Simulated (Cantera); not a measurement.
An adiabatic, constant-pressure homogeneous reactor starts with CH₃OH : O₂ : N₂ = 1 : 3.26 : 12.3 (molar parts), equivalence ratio 0.46, at 1375 K and 4.60 bar. Integrator tolerance rtol = 1e-08.

Computed with Cantera and GRI-Mech 3.0 (53 species, 325 reactions). GRI-Mech 3.0 was tuned for natural gas; its chemistry of methanol as a main component is partial and can be far from experiment.

**Question.** What does this change do: initial temperature 1375 to 1600 K?

**Answer.** 
| quantity | before | after |
|---|---|---|
| time of steepest temperature rise | 0.277 ms | 34.3 µs |
| temperature at 7.00 s | 2328 K | 2493 K |
| equilibrium temperature | 2328 K | 2493 K |
| x(CH₃OH) at 7.00 s | <1e-12 (gas-phase equilibrium <1e-12) | <1e-12 (gas-phase equilibrium <1e-12) |
| x(O₂) at 7.00 s | 0.0967 (gas-phase equilibrium 0.0967) | 0.0943 (gas-phase equilibrium 0.0943) |
| x(CO) at 7.00 s | 0.00120 (gas-phase equilibrium 0.00120) | 0.00300 (gas-phase equilibrium 0.00300) |
| x(C₂H₄) at 7.00 s | <1e-12 (gas-phase equilibrium <1e-12) | <1e-12 (gas-phase equilibrium <1e-12) |
| x(CO₂) at 7.00 s | 0.0573 (gas-phase equilibrium 0.0573) | 0.0553 (gas-phase equilibrium 0.0553) |
| x(CH₃) at 7.00 s | <1e-12 (gas-phase equilibrium <1e-12) | <1e-12 (gas-phase equilibrium <1e-12) |
| x(N₂O) at 7.00 s | 1.22e-6 (gas-phase equilibrium 1.22e-6) | 1.64e-6 (gas-phase equilibrium 1.64e-6) |

**Question.** What does this change do: initial temperature 1375 to 1400 K?

**Answer.** 
```csv
quantity,before,after
time of steepest temperature rise,0.277 ms,0.209 ms
temperature at 7.00 s,2328 K,2348 K
equilibrium temperature,2328 K,2348 K
x(CH₃OH) at 7.00 s,<1e-12 (gas-phase equilibrium <1e-12),<1e-12 (gas-phase equilibrium <1e-12)
x(O₂) at 7.00 s,0.0967 (gas-phase equilibrium 0.0967),0.0964 (gas-phase equilibrium 0.0964)
x(CO) at 7.00 s,0.00120 (gas-phase equilibrium 0.00120),0.00134 (gas-phase equilibrium 0.00134)
x(C₂H₄) at 7.00 s,<1e-12 (gas-phase equilibrium <1e-12),<1e-12 (gas-phase equilibrium <1e-12)
x(CO₂) at 7.00 s,0.0573 (gas-phase equilibrium 0.0573),0.0571 (gas-phase equilibrium 0.0571)
x(CH₃) at 7.00 s,<1e-12 (gas-phase equilibrium <1e-12),<1e-12 (gas-phase equilibrium <1e-12)
x(N₂O) at 7.00 s,1.22e-6 (gas-phase equilibrium 1.22e-6),1.27e-6 (gas-phase equilibrium 1.27e-6)
```
